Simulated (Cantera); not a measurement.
## Adiabatic ignition

An adiabatic, constant-volume homogeneous reactor starts with C2H4 : O2 : N2 : H2O = 1 : 1.36 : 5.13 : 1.8 (molar parts), at 1750 K and 1.00 atm.

Computed with Cantera and GRI-Mech 3.0 (53 species, 325 reactions). GRI-Mech 3.0 was tuned for natural gas; its chemistry of ethylene as a main component is partial and can be far from experiment.

| t (s) | T (K) | P (bar) | x C2H4 | x O2 | x H2O | x CH2CO | x NO | x HCO |
|---|---|---|---|---|---|---|---|---|
| 1.00e-6 | 1750 | 1.01 | 0.108 | 0.146 | 0.194 | 7.73e-7 | <1e-12 | 6.98e-8 |
| 2.49e-6 | 1749 | 1.01 | 0.107 | 0.146 | 0.194 | 1.19e-5 | <1e-12 | 6.18e-7 |
| 6.22e-6 | 1749 | 1.02 | 0.102 | 0.143 | 0.194 | 0.00144 | 2.18e-10 | 6.35e-5 |
| 1.55e-5 | 2909 | 1.98 | 1.36e-5 | 0.00206 | 0.208 | 8.11e-5 | 0.000112 | 2.71e-5 |
| 3.87e-5 | 2910 | 2.01 | <1e-12 | 0.000332 | 0.189 | 7.28e-11 | 0.000471 | 6.31e-7 |
| 9.65e-5 | 2853 | 1.98 | <1e-12 | 0.000526 | 0.186 | <1e-12 | 0.000572 | 6.65e-7 |
| 0.000241 | 2838 | 1.97 | <1e-12 | 0.000574 | 0.185 | <1e-12 | 0.000772 | 6.76e-7 |
| 0.000601 | 2836 | 1.97 | <1e-12 | 0.000565 | 0.185 | <1e-12 | 0.00113 | 6.74e-7 |
| 0.00150 | 2834 | 1.97 | <1e-12 | 0.000555 | 0.185 | <1e-12 | 0.00146 | 6.72e-7 |
| 0.00374 | 2834 | 1.97 | <1e-12 | 0.000554 | 0.185 | <1e-12 | 0.00152 | 6.72e-7 |
| 0.00932 | 2834 | 1.97 | <1e-12 | 0.000554 | 0.185 | <1e-12 | 0.00152 | 6.72e-7 |
| 0.0233 | 2834 | 1.97 | <1e-12 | 0.000554 | 0.185 | <1e-12 | 0.00152 | 6.72e-7 |
| 0.0580 | 2834 | 1.97 | <1e-12 | 0.000554 | 0.185 | <1e-12 | 0.00152 | 6.72e-7 |
| 0.145 | 2834 | 1.97 | <1e-12 | 0.000554 | 0.185 | <1e-12 | 0.00152 | 6.72e-7 |
| 0.361 | 2834 | 1.97 | <1e-12 | 0.000554 | 0.185 | <1e-12 | 0.00152 | 6.72e-7 |
| 0.900 | 2834 | 1.97 | <1e-12 | 0.000554 | 0.185 | <1e-12 | 0.00152 | 6.72e-7 |
x: mole fraction; the columns are a selection and need not sum to one.

The time of steepest temperature rise comes out as 12.1 µs and the temperature at 0.900 s is 2834 K. The equilibrium temperature is 2834 K and the x(C2H4) at 0.900 s comes out as <1e-12 (gas-phase equilibrium <1e-12). The x(O2) at 0.900 s is 0.000554 (gas-phase equilibrium 0.000554) and the x(H2O) at 0.900 s is 0.185 (gas-phase equilibrium 0.185).
